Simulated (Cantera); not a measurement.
**Catalytic combustion on Pt**

An isothermal plug-flow reactor at 475 K and 500000 Pa (inlet), inlet velocity 0.41 m/s, active area per volume 360 1/m; feed 0.598 % H2, 8.62 % O2, 90.8 % N2, equivalence ratio 0.035.

Model: Deutschmann's 1995 Pt surface mechanism with GRI-Mech 3.0 gas chemistry, integrated in Cantera. Catalytic surfaces can have several steady states; this one follows from the mechanism file's or the stated starting coverage. Mass transfer to the wall is taken as infinitely fast.

```tsv
z (m)	x H2	x O2	x H2O	θ free Pt	θ O*	θ OH*
3.4e-05	0.00555	0.0860	0.000429	0.0915	0.853	0.0553
7.3e-05	0.00513	0.0858	0.000852	0.0847	0.859	0.0562
0.00016	0.00438	0.0855	0.00160	0.0727	0.870	0.0568
0.00034	0.00336	0.0850	0.00262	0.0561	0.888	0.0553
0.00073	0.00223	0.0845	0.00376	0.0375	0.912	0.0500
0.0016	0.00127	0.0840	0.00472	0.0214	0.937	0.0409
0.0034	0.000671	0.0838	0.00532	0.0114	0.957	0.0312
```
x: gas mole fraction; θ: surface coverage.
